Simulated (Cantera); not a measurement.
A closed system holds: 1 mol FeCl₃, 0.038 mol O₂, 0.28 mol N₂, equilibrated at 0.140 Pa.

Cantera equilibrium calculation (NASA polynomials, part measured and part estimated; ideal gas, pure solids and liquids). Candidate condensed phases: Fe, FeCl₂, FeCl₃, FeO, Fe₂O₃, Fe₃O₄; 19 gas species. Kinetics and transport are ignored.

x: gas mole fraction; n: condensed amount in mol.

| T (°C) | x Cl | x FeCl₂ | x Fe | x Cl₂ | x FeCl₃ | x N₂ | x O₂ | x O | n Fe₂O₃(s) |
|---|---|---|---|---|---|---|---|---|---|
| 652 | 0.0451 | 0.394 | <1e-12 | 0.213 | 0.177 | 0.167 | 0.00330 | 6.50e-10 | 0.0217 |
| 752 | 0.180 | 0.469 | <1e-12 | 0.145 | 0.0429 | 0.143 | 0.0195 | 3.89e-8 | 0 |
| 852 | ? | 0.446 | <1e-12 | ? | ? | 0.127 | 0.0172 | ? | 0 |
| 952 | 0.420 | 0.434 | 2.52e-11 | 0.00664 | 0.00103 | 0.122 | 0.0165 | 4.57e-6 | 0 |
| 1052 | 0.430 | 0.432 | 9.42e-9 | 0.00108 | 0.000182 | 0.121 | 0.0164 | 2.98e-5 | 0 |
| 1152 | 0.431 | 0.431 | 1.59e-6 | 0.000220 | 4.07e-5 | 0.121 | 0.0163 | 0.000150 | 0 |
| 1252 | 0.431 | 0.431 | 0.000137 | 5.48e-5 | 1.10e-5 | 0.121 | 0.0160 | 0.000605 | 0 |
| 1352 | 0.439 | 0.418 | ? | ? | ? | 0.119 | ? | ? | 0 |
| 1452 | 0.534 | 0.262 | 0.0869 | 8.35e-6 | 9.57e-7 | 0.0987 | 0.00919 | 0.00470 | 0 |
| 1552 | 0.666 | 0.0440 | 0.204 | 4.93e-6 | 8.10e-8 | 0.0703 | 0.00396 | 0.00818 | 0 |
| 1652 | 0.689 | 0.00331 | 0.227 | 2.21e-6 | 2.79e-9 | 0.0648 | 0.00171 | 0.0129 | 0 |

**Question.** Fill in the missing entries.

**Answer.** 
- 852, x Cl: 0.360
- 852, x Cl₂: 0.0431
- 852, x FeCl₃: 0.00703
- 852, x O: 5.12e-7
- 1352, x Fe: 0.00643
- 1352, x Cl₂: 1.67e-5
- 1352, x FeCl₃: 3.46e-6
- 1352, x O₂: 0.0147
- 1352, x O: 0.00199
